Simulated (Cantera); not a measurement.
Charge: 1 mol Cu2O, 7.8 mol CO, 5.1 mol N2, equilibrated at 10.0 mbar.

Equilibrium computed with Cantera from the NASA thermochemical tables; the gas is ideal and each condensed phase is pure. Candidate condensed phases: C, Cu, CuO, Cu2O; 27 gas species. Equilibrium is a limit: real reactors are often held back by kinetics, nucleation or transport.

### Question
At 1873 K, list the 5 most abundant gas species with their mole fractions, and the condensed phases.

### Answer
CO 0.463, N2 0.347, Cu 0.122, CO2 0.0681, Cu2 0.000316. Condensed: Cu(l).
